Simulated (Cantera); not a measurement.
Standard-state values (1 bar) from the NASA 1993 polynomials, evaluated with Cantera. Values are per mole of reaction as written; species without (g) are pure solids or liquids, kept so even where they would boil at 1 bar. The tables' values for C2F4 are old estimates.

**Question.** Between 1423 and 1873 K, where is each reaction favourable under standard conditions?
- C + 2 F(g) → CF2(g)
- CF4(g) + C → C2F4(g)
- CF3(g) + F(g) → CF4(g)

**Answer.** 
- C + 2 F(g) → CF2(g): ΔG° is -210 kJ at 1423 K and -164 kJ at 1873 K; it stays negative (K > 1). ΔH° is -357 kJ and ΔS° -103 J/K at 1873 K.
- CF4(g) + C → C2F4(g): ΔG° is 222 kJ at 1423 K and 205 kJ at 1873 K; it stays positive (K < 1). ΔH° is 277 kJ and ΔS° 38 J/K at 1873 K.
- CF3(g) + F(g) → CF4(g): ΔG° is -306 kJ at 1423 K and -231 kJ at 1873 K; it stays negative (K > 1). ΔH° is -542 kJ and ΔS° -166 J/K at 1873 K.
